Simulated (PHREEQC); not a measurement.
Consider water at 25 °C with 0.2 mol/kgw Na2SO4 and 0.075 mol/kgw KBr. Closed to the air; pH follows from the charge balance.

Equilibrium calculation in PHREEQC: Pitzer model, pitzer.dat.

No solid was allowed to form.

Task: Estimate the activity of water, specific conductance, density.

Result: activity of water 0.990; specific conductance 36000 µS/cm; density 1.028 g/cm³.

Species that the database lacks are ignored.
